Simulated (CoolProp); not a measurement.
Vapour-liquid equilibrium of n-hexane (1) + o-xylene (2) at 0.0281 MPa; x and y are mole fractions of (1).

Values from CoolProp's multi-fluid Helmholtz-energy mixture model, Thol 2019 and Zhou 2012; pair parameters Bell 2016.

Task: Give the bubble temperature and the first vapour's composition at x = 0.125, 0.725, 0.875. Is there an azeotrope?

Result: x = 0.125: 349.1 K, y = 0.659; x = 0.725: 313.0 K, y = 0.976; x = 0.875: 309.0 K, y = 0.990. No azeotrope shows between x = 0.05 and 0.95.

Pair parameters are fitted to limited data, so mixtures are less certain than the pure fluids.
